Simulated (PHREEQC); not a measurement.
**Metal-bearing waste water: speciation**

Dissolve 3.2 mmol/kgw FeCl3, 17 mmol/kgw CaCl2, 0.031 mmol/kgw HCl and 89 mmol/kgw Na2SO4 at 25 °C. Closed to the air; pH follows from the charge balance.

The numbers come from PHREEQC with the ion-association model, phreeqc.dat.

Each row changes one thing in this solution. Precipitation was switched off in this run.

| case | pH | ionic strength (mol/kgw) | Na+ (mol/kgw) | SO4-2 (mol/kgw) | NaSO4- (mol/kgw) | FeSO4+ (mol/kgw) | SI of Fe(OH)3(a) (Fe(OH)3) | SI of Halite (NaCl) |
|---|---|---|---|---|---|---|---|---|
| as made | 3.50 | 0.260 | 0.164 | 0.0637 | 0.0140 | 0.00165 | +0.42 | -4.01 |
| diluted 10-fold with water | 3.70 | 0.0297 | 0.0174 | 0.00785 | 0.000363 | 9.16e-5 | +0.44 | ___ |
| CaCl2 left out | 3.54 | 0.237 | 0.162 | 0.0696 | 0.0157 | 0.00164 | ___ | -4.66 |
| Na2SO4 from 0.089 to 0.134 mol/kgw | 3.59 | 0.366 | 0.241 | 0.0947 | 0.0271 | 0.00156 | +0.52 | -3.86 |

Question: Complete the blanks.

Answer: 
- diluted 10-fold with water, SI of Halite (NaCl): -5.83
- CaCl2 left out, SI of Fe(OH)3(a) (Fe(OH)3): +0.48

Some of these states are supersaturated (in Fe(OH)3(a), Gypsum, Hematite (slow to form), for instance).
